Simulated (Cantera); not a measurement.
A closed system holds: 1 mol SiH2Cl2, 0.14 mol NH3, equilibrated at 1202 °C and 1.00 Torr.

Cantera equilibrium calculation (NASA polynomials, part measured and part estimated; ideal gas, pure solids and liquids). Candidate condensed phases: NH4Cl, Si, Si3N4; 28 gas species. Mutual solubility and eutectic melting of coexisting phases are not modelled. The tables' values for SiCl3, SiCl are old estimates; treat these amounts as uncertain. Equilibrium is a limit: real reactors are often held back by kinetics, nucleation or transport.

Problem. What is the equilibrium state?

Solution. 
- x(H2): 0.434
- x(SiCl2): 0.321
- x(HCl): 0.210
- x(N2): 0.0216
- x(SiCl3): 0.0110
- x(SiCl4): 0.00128
- x(SiHCl3): 0.000250
- x(H): 0.000234
- x(Cl): 9.19e-5
- n(Si(s)): 0.219 mol
- n(Si3N4(s)): 0.0108 mol
- gas amount: 2.243 mol
